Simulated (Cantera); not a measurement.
A freely propagating, adiabatic, planar premixed flame of C3H8 : O2 : N2 = 1 : 3.57 : 14.3 (molar parts), equivalence ratio 1.4, unburnt at 525 K and 240 Torr; mixture-averaged transport, grid criteria slope 0.08 and curve 0.16, no radiation.

Computed with Cantera and GRI-Mech 3.0 (53 species, 325 reactions). GRI-Mech 3.0 was tuned for natural gas; its chemistry of propane as a main component is partial and can be far from experiment. Burning velocities carry a grid error of a few per cent, more on coarse grids.

Problem. Predict: laminar burning velocity; thermal thickness; peak x(H2); peak x(C2H6); peak x(C2H); peak x(O).

Solution. 
| Item | Result |
|---|---|
| laminar burning velocity | 102 cm/s |
| thermal thickness | 0.918 mm |
| peak x(H2) | 0.0523 |
| peak x(C2H6) | 0.00279 |
| peak x(C2H) | 7.81e-6 |
| peak x(O) | 0.000977 |
